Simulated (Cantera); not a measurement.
Cantera run, input and output.

```python
import numpy as np
import cantera as ct

gas = ct.Solution("gri30.yaml")
gas.TPX = 600, 15000, {'CH4': 0.77, 'O2': 1.54, 'N2': 5.78}
flame = ct.FreeFlame(gas, width=0.15)
flame.set_refine_criteria(ratio=3, slope=0.08, curve=0.16)
flame.transport_model = "mixture-averaged"
flame.solve(loglevel=0, auto=True)
z, T = flame.grid, flame.T
thick = (T[-1] - T[0]) / np.gradient(T, z).max()
show = ['CH4', 'O2', 'OH', 'O', 'NO', 'HCO']
print(f"laminar burning velocity  {flame.velocity[0] * 100:.3f} cm/s")
print(f"burnt temperature         {T[-1]:.1f} K")
print(f"thermal thickness         {thick * 1e3:.4f} mm")
print(f"grid points               {len(z)}")
z0 = z[flame.heat_release_rate.argmax()]
print(f"{'z/mm':>9s}{'T/K':>9s}{'u/(m/s)':>9s}" + "".join(f"{s:>11s}" for s in show))
rows = []
for k in (-3, -2, -1.5, -1, -0.5, -0.25, 0, 0.25, 0.5, 1, 2, 4, 8):
    zz = z0 + k * thick
    rows.append([k * thick, np.interp(zz, z, T), np.interp(zz, z, flame.velocity),
                 *(np.interp(zz, z, flame.X[gas.species_index(s)]) for s in show)])
    print(f"{rows[-1][0] * 1e3:9.3f}{rows[-1][1]:9.1f}{rows[-1][2]:9.3f}" + "".join(f"{x:11.3e}" for x in rows[-1][3:]))
```

It prints:

```
laminar burning velocity  183.789 cm/s
burnt temperature         2303.7 K
thermal thickness         1.7517 mm
grid points               148
     z/mm      T/K  u/(m/s)        CH4         O2         OH          O         NO        HCO
   -5.255    600.0    1.839  9.511e-02  1.902e-01  2.244e-10  6.764e-10  2.378e-11  8.067e-16
   -3.503    600.7    1.844  9.489e-02  1.899e-01  3.828e-08  2.344e-08  5.232e-10  1.006e-12
   -2.627    604.3    1.860  9.439e-02  1.892e-01  6.854e-07  1.725e-07  3.981e-09  5.814e-11
   -1.752    644.3    1.996  9.128e-02  1.859e-01  1.063e-05  1.899e-06  5.996e-08  6.627e-09
   -0.876    959.6    3.024  6.895e-02  1.609e-01  9.492e-05  4.271e-05  8.041e-07  1.611e-06
   -0.438   1346.4    4.302  3.865e-02  1.218e-01  6.937e-04  2.719e-04  2.343e-06  3.273e-05
    0.000   1718.7    5.553  1.041e-02  7.461e-02  3.248e-03  1.471e-03  5.592e-06  1.059e-04
    0.438   1877.2    6.086  1.116e-03  4.495e-02  7.563e-03  4.339e-03  9.939e-06  4.268e-05
    0.876   1910.4    6.185  6.544e-05  3.308e-02  1.009e-02  6.457e-03  1.292e-05  3.838e-06
    1.752   1930.7    6.224  2.026e-07  2.687e-02  1.126e-02  7.369e-03  1.545e-05  3.425e-08
    3.503   1952.8    6.273  9.790e-11  2.464e-02  1.154e-02  7.285e-03  1.786e-05  1.725e-08
    7.007   1983.1    6.354  4.123e-15  2.348e-02  1.160e-02  6.795e-03  2.229e-05  1.472e-08
   14.013   2029.4    6.480  1.725e-17  2.217e-02  1.151e-02  5.938e-03  3.154e-05  1.177e-08
```

Model: GRI-Mech 3.0 (53 species, 325 reactions), integrated in Cantera. Burning velocities carry a grid error of a few per cent, more on coarse grids.
